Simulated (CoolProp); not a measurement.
Model: reference Helmholtz-energy equation of state, Penoncello 2003, in CoolProp.

Give the vapour pressure (bar), vapour density (kg/m³), liquid cp (kJ/(kg K)), surface tension (mN/m) of saturated CHF3 (R23) at 247.4 K.


```
T (K)  p (bar)  vapour density (kg/m³)  liquid cp (kJ/(kg K))  surface tension (mN/m)
-----  -------  ----------------------  ---------------------  ----------------------
247.4     11.6                    49.8                   1.46                    6.72
```

Surface tension comes from a separate correlation (Mulero 2012).
